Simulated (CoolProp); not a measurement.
Computed with CoolProp (reference Helmholtz-energy equation of state, Zhou 2012).

Problem. Give the vapour pressure (MPa), liquid density (kg/m³), enthalpy of vaporisation (kJ/kg), liquid cp (kJ/(kg K)) of saturated m-xylene at 132.95, 149.45, 155.05 °C.

Solution. 
| T (°C) | p (MPa) | liquid density (kg/m³) | enthalpy of vaporisation (kJ/kg) | liquid cp (kJ/(kg K)) |
|---|---|---|---|---|
| 132.95 | 0.0857 | 761 | 344 | 2.09 |
| 149.45 | 0.133 | 745 | 334 | 2.16 |
| 155.05 | 0.153 | 739 | 330 | 2.18 |
